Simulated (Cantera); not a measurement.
**Chemical vapour transport: PbO + H2O + N2**

Input: 1 mol PbO, 0.31 mol H2O, 1.1 mol N2, equilibrated at 13000 Pa.

Method: chemical equilibrium by Gibbs-energy minimisation in Cantera with the NASA 1993 tables (ideal gas, pure condensed phases). Candidate condensed phases: H2O, Pb, PbO, PbO2, Pb3O4; 27 gas species. Gases not in the tables: (PbO)n polymers. The numbers say what is thermodynamically allowed, not how fast it happens.

```csv
T (°C),log p N2,log p H2O,log p PbO,log p Pb,log p O2,log p NO,log p OH,n PbO(l)
902,-0.99,-1.54,-4.39,-5.17,-5.48,-6.64,-7.15,0.999
927,-0.99,-1.54,-4.17,-4.94,-5.25,-6.44,-6.94,0.999
952,-0.99,-1.54,-3.95,-4.72,-5.03,-6.25,-6.74,0.999
977,-0.99,-1.54,-3.74,-4.51,-4.82,-6.07,-6.55,0.998
1002,-1.00,-1.55,-3.54,-4.31,-4.62,-5.89,-6.37,0.996
1027,-1.00,-1.55,-3.35,-4.11,-4.43,-5.72,-6.19,0.994
1052,-1.00,-1.55,-3.16,-3.93,-4.24,-5.56,-6.02,0.991
1077,-1.00,-1.55,-2.98,-3.75,-4.06,-5.40,-5.86,0.987
1102,-1.00,-1.55,-2.81,-3.58,-3.89,-5.25,-5.70,0.980
1127,-1.00,-1.55,-2.65,-3.41,-3.72,-5.11,-5.55,0.971
1152,-1.01,-1.56,-2.49,-3.25,-3.56,-4.97,-5.40,0.958
1177,-1.01,-1.56,-2.34,-3.10,-3.41,-4.84,-5.27,0.939
```
log p: log10 of the partial pressure in bar; n: condensed amount in mol.

From 902 °C to 1177 °C the condensed part is PbO(l).
